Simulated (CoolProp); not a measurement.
c-C4F8 (RC318) along the isobar 95.3 bar: density (kg/m³) from the reference equation and from simpler models built on Tc = 115.2 °C, pc = 27.78 bar, ω = 0.355; each cubic takes its own stable root.

Model: reference Helmholtz-energy equation of state, Platzer 1990, in CoolProp. This equation is an older, rougher fit; its heat capacities, sound speeds and derivatives of the liquid may be far off and weren't checked against measurements.

```csv
T (°C),phase,reference,Redlich-Kwong,Soave-Redlich-Kwong,Peng-Robinson
62.65,liquid,1422,___,1358,1526
80.85,liquid,1352,1253,1284,1441
99.15,liquid,1277,1187,1203,1345
117.35,supercritical,1195,1118,1115,1241
135.65,supercritical,1106,1046,1021,1128
153.85,supercritical,1009,972.1,___,1012
172.15,supercritical,906.8,897.5,825.9,897.3
190.35,supercritical,807.5,___,736.6,794.1
208.65,supercritical,717.9,755.4,659.2,706.3
226.85,supercritical,___,692.5,595.7,635.2
```

Question: Fill in the missing entries.

Answer: 
- 62.65, Redlich-Kwong: 1316
- 153.85, Soave-Redlich-Kwong: 923.1
- 190.35, Redlich-Kwong: 824.7
- 226.85, reference: 643.2
